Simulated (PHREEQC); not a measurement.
Synthetic water in mmol/kgw, 49 °C, pH 7.85, pe 0.9: Na 91.4; K 1.25; Ca 3.59; Mg 4.23; Cl 99.1; S(6) 11.6; Alkalinity (meq/kgw) 0.29; N(-3) 0.837; Br 0.0259.

Cl is adjusted to close the charge balance.
Valence states are taken as typed.

Equilibrium calculation in PHREEQC: ion-association model, phreeqc.dat.

The ionic strength comes out as 0.118 mol/kgw. What activity coefficients do CO3-2, MgOH+, KSO4-, Na+, MgHCO3+ get?

CO3-2 0.35, MgOH+ 0.79, KSO4- 0.77, Na+ 0.77, MgHCO3+ 0.75.

This is a speciation only: nothing precipitates in the calculation. Species that the database lacks are ignored. At this temperature some constants are extrapolated from 25 °C, and those without enthalpy data are left unchanged.
